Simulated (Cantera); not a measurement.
Cantera run:

```python
import numpy as np
import cantera as ct

gas_names = [...]  # 136 gases of nasa_gas.yaml made of C, H, N, O
cond_names = """
    C(gr) C6H6(L) C7H8(L) C8H18(L),n-octa H2O(s) H2O(L)
""".split()


# ... load() reads the species with a 1 bar reference pressure and builds the phases ...
atoms = {
    'C2H6': {'C': 2, 'H': 6},
    'NH3': {'N': 1, 'H': 3},
    'H2O': {'H': 2, 'O': 1},
}
top_T = {'C(gr)': 4500}  # K; cautious upper limits of use, not melting points


# ... equilibrate(T, P, feed) seeds the gas with the atoms and calls Mixture.equilibrate('TP', solver="vcs", rtol=1e-11, max_steps=5000) ...
results = []
T = 725  # K
P = 1333.22  # Pa
for m in [0.025, 0.042, 0.059, 0.076, 0.093, 0.11, 0.13, 0.14, 0.16, 0.18, 0.2, 0.21]:
    feed = {'C2H6': 1, 'NH3': 0.013, 'H2O': m}  # mol
    mix = equilibrate(T, P, feed)
    results.append((T, P, feed, dict(zip(mix.species_names, mix.species_moles))))
    x = sorted(zip(gas.X, gas.species_names), reverse=True)
    print(f"T = {T:g} K  P = {P:g} Pa  n(H2O) = {m:g} mol  gas = {mix.phase_moles(0):.4g} mol")
    print("   x: " + "  ".join(f"{s} {v:.3e}" for v, s in x if v > 0.001))
    print("   condensed (mol): " + ("  ".join(f"{mix.phase(i).name} {mix.phase_moles(i):.4g}"
          for i in range(1, mix.n_phases) if mix.phase_moles(i) > 1e-12) or "none"))
```

Result:

```
T = 725 K  P = 1333.22 Pa  n(H2O) = 0.025 mol  gas = 2.888 mol
   x: H2 9.300e-01  CH4 5.918e-02  H2O 5.930e-03  CO 2.488e-03  N2 2.249e-03
   condensed (mol): C(gr) 1.822
T = 725 K  P = 1333.22 Pa  n(H2O) = 0.042 mol  gas = 2.91 mol
   x: H2 9.251e-01  CH4 5.855e-02  H2O 9.695e-03  CO 4.090e-03  N2 2.231e-03
   condensed (mol): C(gr) 1.817
T = 725 K  P = 1333.22 Pa  n(H2O) = 0.059 mol  gas = 2.933 mol
   x: H2 9.203e-01  CH4 5.795e-02  H2O 1.327e-02  CO 5.626e-03  N2 2.214e-03
   condensed (mol): C(gr) 1.812
T = 725 K  P = 1333.22 Pa  n(H2O) = 0.076 mol  gas = 2.956 mol
   x: H2 9.157e-01  CH4 5.737e-02  H2O 1.666e-02  CO 7.101e-03  N2 2.197e-03
   condensed (mol): C(gr) 1.807
T = 725 K  P = 1333.22 Pa  n(H2O) = 0.093 mol  gas = 2.979 mol
   x: H2 9.112e-01  CH4 5.680e-02  H2O 1.989e-02  CO 8.520e-03  N2 2.180e-03  CO2 1.401e-03
   condensed (mol): C(gr) 1.801
T = 725 K  P = 1333.22 Pa  n(H2O) = 0.11 mol  gas = 3.002 mol
   x: H2 9.068e-01  CH4 5.626e-02  H2O 2.298e-02  CO 9.888e-03  N2 2.163e-03  CO2 1.886e-03
   condensed (mol): C(gr) 1.796
T = 725 K  P = 1333.22 Pa  n(H2O) = 0.13 mol  gas = 3.03 mol
   x: H2 9.018e-01  CH4 5.564e-02  H2O 2.643e-02  CO 1.144e-02  CO2 2.523e-03  N2 2.144e-03
   condensed (mol): C(gr) 1.789
T = 725 K  P = 1333.22 Pa  n(H2O) = 0.14 mol  gas = 3.043 mol
   x: H2 8.994e-01  CH4 5.534e-02  H2O 2.808e-02  CO 1.219e-02  CO2 2.865e-03  N2 2.134e-03
   condensed (mol): C(gr) 1.786
T = 725 K  P = 1333.22 Pa  n(H2O) = 0.16 mol  gas = 3.071 mol
   x: H2 8.946e-01  CH4 5.475e-02  H2O 3.128e-02  CO 1.364e-02  CO2 3.591e-03  N2 2.115e-03
   condensed (mol): C(gr) 1.779
T = 725 K  P = 1333.22 Pa  n(H2O) = 0.18 mol  gas = 3.098 mol
   x: H2 8.900e-01  CH4 5.419e-02  H2O 3.431e-02  CO 1.505e-02  CO2 4.368e-03  N2 2.096e-03
   condensed (mol): C(gr) 1.772
T = 725 K  P = 1333.22 Pa  n(H2O) = 0.2 mol  gas = 3.126 mol
   x: H2 8.855e-01  CH4 5.364e-02  H2O 3.721e-02  CO 1.640e-02  CO2 5.188e-03  N2 2.078e-03
   condensed (mol): C(gr) 1.765
T = 725 K  P = 1333.22 Pa  n(H2O) = 0.21 mol  gas = 3.14 mol
   x: H2 8.833e-01  CH4 5.338e-02  H2O 3.861e-02  CO 1.706e-02  CO2 5.613e-03  N2 2.069e-03
   condensed (mol): C(gr) 1.761
```

Method: chemical equilibrium by Gibbs-energy minimisation in Cantera with the NASA 1993 tables (ideal gas, pure condensed phases).
